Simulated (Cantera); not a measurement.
**Moist CO burnout**

An isothermal, constant-pressure homogeneous reactor starts with CO : O₂ : H₂O : N₂ = 0.0046 : 0.014 : 0.00012 : 1 (molar parts), at 923 K and 5.00 bar.

Model: GRI-Mech 3.0 (53 species, 325 reactions), integrated in Cantera.

```
t (s)        x CO    x O₂     x H₂O      x H₂      x OH
--------  -------  ------  --------  --------  --------
0.000600  0.00452  0.0137  0.000118    <1e-12    <1e-12
0.00133   0.00452  0.0137  0.000118    <1e-12    <1e-12
0.00293   0.00452  0.0137  0.000118    <1e-12    <1e-12
0.00648   0.00452  0.0137  0.000118    <1e-12    <1e-12
0.0143    0.00452  0.0137  0.000118    <1e-12    <1e-12
0.0317    0.00452  0.0137  0.000118    <1e-12    <1e-12
0.0701    0.00452  0.0137  0.000118    <1e-12    <1e-12
0.155     0.00452  0.0137  0.000118    <1e-12    <1e-12
0.343     0.00452  0.0137  0.000118    <1e-12    <1e-12
0.757     0.00452  0.0137  0.000118  1.16e-12  1.81e-12
1.67      0.00451  0.0137  0.000118  6.64e-12  4.29e-12
3.70      0.00451  0.0137  0.000118  4.69e-11  1.10e-11
8.18      0.00450  0.0137  0.000118  4.56e-10  3.04e-11
18.1      0.00445  0.0137  0.000118   4.22e-9  6.03e-11
40.0      0.00428  0.0136  0.000118   1.69e-8  6.74e-11
```
x: mole fraction; the columns are a selection and need not sum to one.

Equilibrium at this temperature and pressure: CO <1e-12, O₂ 0.0115, H₂O 0.000118, H₂ <1e-12, OH 2.51e-10 (gas phase only).
